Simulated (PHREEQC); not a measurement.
1 kg of water holding 0.065 mol/kgw MgSO4 and 0.17 mol/kgw Na2SO4 is evaporated at 20 °C; the solids stay in contact with the brine. CO2 from the air is kept out. Solids allowed: Bloedite, Brucite, Epsomite, Hexahydrite, Kieserite, Mirabilite, Thenardite. Others were left out.

All values are PHREEQC results (Pitzer model, pitzer.dat), not measurements.

Q: Predict ionic strength at water left (kg) = 1, 0.4563, 0.3082, 0.2082, 0.04434.

A: 
| water left (kg) | ionic strength |
|---|---|
| 1 | 0.770 |
| 0.4563 | 1.69 |
| 0.3082 | 2.50 |
| 0.2082 | 3.70 |
| 0.04434 | 9.92 |
